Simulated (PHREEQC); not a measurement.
Make-up at 20 °C: 14 mmol/kgw CuSO4, 2.7 mmol/kgw H2SO4 and 9.6 mmol/kgw FeCl3. Closed to the air; pH follows from the charge balance.

Model: ion-association model, phreeqc.dat, run in PHREEQC.

Precipitation was switched off in this run.

Q: Estimate the pH.

A: pH 2.38.

Q: In which forms is Cu present?

A: Cu+2 81 %, CuSO4 17 %, CuCl+ 2.2 % of the Cu.

Saturation is exceeded, for instance for Hematite (slow to form), Goethite (slow to form); the values hold only as long as no solid forms. Complexes and solids missing from the database can't appear.
